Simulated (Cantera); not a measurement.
Charge: 1 mol MgSO4, 0.33 mol H2, at 1927 °C and 11.0 Pa.

Cantera equilibrium calculation (NASA polynomials, part measured and part estimated; ideal gas, pure solids and liquids). Candidate condensed phases: H2O, H2SO4, Mg, MgO, Mg(OH)2, MgS, MgSO4, S; 26 gas species. Rates play no part.

Base state: Mg 0.271, SO2 0.235, O2 0.201, O 0.116, H 0.0526, H2O 0.0396, SO 0.0385, OH 0.0303 (mole fractions); condensed: gas only.

What changes in the equilibrium state with this change: temperature from 1927 °C to 227 °C?


```csv
species,before,after
H2O,0.0396,0.757
H2S,6.73e-8,0.236
S2,3.45e-6,0.00466
Mg,0.271,<1e-9
O2,0.201,<1e-9
O,0.116,<1e-9
H,0.0526,<1e-9
SO,0.0385,<1e-9
OH,0.0303,<1e-9
SO2,0.235,0.00172
MgO,0.00404,<1e-9
S,0.00185,<1e-9
S8,<1e-9,0.000821
MgOH,0.000532,<1e-9
"MgO(s), mol",0,0.0842
"MgSO4(s), mol",0,0.916
```
Gases not in the tables: S3 to S7.

What changes in the equilibrium state with this change: H2 from 0.33 to 9.2 mol?


```csv
species,before,after
H2,0.00959,0.337
H,0.0526,0.312
H2O,0.0396,0.167
SO2,0.235,0.0247
O2,0.201,0.00292
O,0.116,0.0139
S,0.00185,0.0134
Mg,0.271,0.0727
OH,0.0303,0.0216
SO,0.0385,0.0336
H2S,6.73e-8,1.71e-5
S2,3.45e-6,0.000181
```

What changes in the equilibrium state with this change: temperature from 1927 °C to 1202 °C?


```
species        before     after
-----------  --------  --------
SO2             0.235     0.600
O2              0.201     0.201
H2O            0.0396     0.198
Mg              0.271   1.35e-9
H              0.0526   9.31e-6
SO             0.0385   2.98e-5
O               0.116  0.000123
OH             0.0303  0.000851
MgO           0.00404     <1e-9
S             0.00185     <1e-9
MgOH         0.000532     <1e-9
SH            1.95e-5     <1e-9
H2            0.00959   5.66e-5
MgO(s), mol         0      1.00
```
